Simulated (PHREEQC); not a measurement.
**Polishing slurry liquid (model solution)**

Dissolve 0.025 mol/kgw H2SO4, 0.0063 mol/kgw K2SO4 and 0.024 mol/kgw CuSO4 at 20 °C. Closed to the air; pH follows from the charge balance.

All values are PHREEQC results (ion-association model, wateq4f.dat), not measurements.

This is a speciation only: nothing precipitates in the calculation.

**Question.** Predict the pH, ionic strength.

**Answer.** pH 1.64; ionic strength 0.107 mol/kgw.

**Question.** In which forms is Cu present?

**Answer.** Cu+2 61 %, CuSO4 39 % of the Cu.
